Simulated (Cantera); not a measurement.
A closed system holds: 1 mol Al, 1.8 mol Cl2, 0.69 mol N2, equilibrated at 0.133 bar.

Equilibrium computed with Cantera from the NASA thermochemical tables; the gas is ideal and each condensed phase is pure. Candidate condensed phases: Al, AlCl3, AlN; 11 gas species. Kinetics and transport are ignored.

x: gas mole fraction; nothing condenses.

| T (K) | x AlCl3 | x N2 | x Cl2 | x Al2Cl6 | x Cl |
|---|---|---|---|---|---|
| 825 | 0.430 | 0.363 | 0.158 | 0.0481 | (withheld) |
| 850 | 0.454 | 0.358 | 0.156 | 0.0323 | (withheld) |
| 875 | 0.470 | 0.354 | 0.154 | 0.0216 | (withheld) |
| 900 | 0.481 | 0.352 | 0.153 | 0.0144 | (withheld) |
| 925 | 0.488 | 0.350 | 0.152 | 0.00976 | (withheld) |
| 950 | 0.492 | 0.349 | 0.152 | 0.00668 | (withheld) |
| 975 | 0.495 | 0.348 | 0.151 | 0.00465 | (withheld) |
| 1000 | 0.497 | 0.348 | 0.151 | 0.00328 | (withheld) |
| 1025 | 0.499 | 0.347 | 0.151 | 0.00236 | (withheld) |
| 1050 | 0.500 | 0.347 | 0.151 | 0.00172 | (withheld) |
| 1075 | 0.500 | 0.347 | 0.150 | 0.00127 | (withheld) |
| 1100 | 0.501 | 0.347 | 0.150 | 0.000953 | (withheld) |
| 1125 | 0.501 | 0.347 | 0.150 | 0.000724 | (withheld) |

Question: Some entries are withheld; supply them.

Answer: 
- 825, x Cl: 1.79e-5
- 850, x Cl: 3.02e-5
- 875, x Cl: 4.95e-5
- 900, x Cl: 7.92e-5
- 925, x Cl: 0.000124
- 950, x Cl: 0.000189
- 975, x Cl: 0.000282
- 1000, x Cl: 0.000413
- 1025, x Cl: 0.000595
- 1050, x Cl: 0.000842
- 1075, x Cl: 0.00117
- 1100, x Cl: 0.00161
- 1125, x Cl: 0.00217
